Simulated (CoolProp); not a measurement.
A simple Rankine cycle with R21: condensing at 289.15 K, boiler at 3.76 MPa, turbine inlet 445.9 K, turbine efficiency 0.9, pump efficiency 0.7, no recuperator. Each further row changes one setting.

The numbers come from the reference Helmholtz-energy equation of state, Platzer 1990 in CoolProp. This equation is an older, rougher fit; its heat capacities, sound speeds and derivatives of the liquid may be far off and weren't checked against measurements.

```csv
case,thermal efficiency (%),net work (kJ/kg),heat in (kJ/kg),turbine exit temperature (K),volume ratio over the turbine
as stated,22.6,66.1,293,289.2,25.8
turbine inlet 465.9 K,23.3,73.5,315,298.7,24.0
condensing temperature 281.15 K,23.8,71.7,301,281.1,34.1
boiler pressure 2.63 MPa,21.6,67.5,312,303.1,16.5
turbine efficiency 0.8,19.9,58.3,293,289.2,26.7
```

The expansion ends wet for: as stated; condensing temperature 281.15 K; turbine efficiency 0.8.
